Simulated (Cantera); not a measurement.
An isothermal, constant-pressure homogeneous reactor starts with H2 : O2 : N2 = 0.77 : 1 : 0.59 (molar parts), at 1300 K and 0.375 atm.

Model: the H2/O2 subset of GRI-Mech 3.0, which has no nitrogen chemistry, integrated in Cantera. The temperature is held fixed by assumption; the heat of reaction is taken as removed at once.

x: mole fraction; the columns are a selection and need not sum to one.

| t (s) | x H2 | x O2 | x HO2 | x OH | x O | x H2O |
|---|---|---|---|---|---|---|
| 0.000100 | ? | 0.308 | 0.000136 | 0.00589 | 0.00594 | 0.375 |
| 0.000215 | ? | 0.311 | 5.27e-5 | 0.00195 | 0.000762 | 0.387 |
| 0.000464 | ? | 0.311 | 1.44e-5 | 0.000853 | 0.000141 | 0.389 |
| 0.00100 | ? | 0.311 | 4.04e-6 | 0.000436 | 3.56e-5 | 0.390 |
| 0.00215 | ? | 0.311 | 1.31e-6 | 0.000246 | 1.12e-5 | 0.390 |
| 0.00464 | ? | 0.311 | 4.92e-7 | 0.000148 | 4.09e-6 | 0.390 |
| 0.0100 | ? | 0.311 | 2.14e-7 | 9.40e-5 | 1.65e-6 | 0.390 |
| 0.0215 | ? | 0.311 | 1.14e-7 | 6.19e-5 | 7.18e-7 | 0.390 |
| 0.0464 | ? | 0.311 | 8.26e-8 | 4.28e-5 | 3.44e-7 | 0.390 |
| 0.100 | ? | 0.311 | 7.73e-8 | 3.27e-5 | 2.02e-7 | 0.390 |
| 0.215 | 1.00e-7 | 0.311 | 7.79e-8 | 2.95e-5 | 1.64e-7 | 0.390 |
| 0.464 | 9.90e-8 | 0.311 | 7.80e-8 | 2.92e-5 | 1.61e-7 | 0.390 |
| 1.00 | 9.90e-8 | 0.311 | 7.80e-8 | 2.92e-5 | 1.61e-7 | 0.390 |

Question: What belongs in the gaps?

Answer: 
- 0.000100, x H2: 0.00608
- 0.000215, x H2: 0.000941
- 0.000464, x H2: 0.000171
- 0.00100, x H2: 3.50e-5
- 0.00215, x H2: 8.58e-6
- 0.00464, x H2: 2.63e-6
- 0.0100, x H2: 9.68e-7
- 0.0215, x H2: 4.03e-7
- 0.0464, x H2: 1.93e-7
- 0.100, x H2: 1.18e-7
